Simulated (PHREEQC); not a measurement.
Solution (25 °C): 7.7 mmol/kgw HF, 0.43 mmol/kgw (NH4)2SiF6, 50 mmol/kgw H3AsO4 and 120 mmol/kgw H2SO4. Closed to the air; pH follows from the charge balance.

Model: ion-association model, wateq4f.dat, run in PHREEQC.

No solid was allowed to form.

Problem. Order these F species by the share of F that they hold, largest first: HF, H2F2, F-, SiF6-2.

Solution. HF (74 %), SiF6-2 (22 %), H2F2 (3.0 %), F- (0.61 %)

The pH is 0.94 and the ionic strength 0.166 mol/kgw. SiF6-2 is the database's only silicon fluoride.
